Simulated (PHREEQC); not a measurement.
A solution holds 0.019 mol NaH2PO4 per kg of water, at 25 °C. Closed to the air; pH follows from the charge balance.

The numbers come from PHREEQC with the ion-association model, phreeqc.dat.

### Question
The ionic strength comes out as 0.0191 mol/kgw. What activity coefficients do H2PO4-, H+, NaHPO4-, HPO4-2, Na+ get?

### Answer
H2PO4- 0.88, H+ 0.89, NaHPO4- 0.88, HPO4-2 0.59, Na+ 0.87.

Precipitation was switched off in this run.
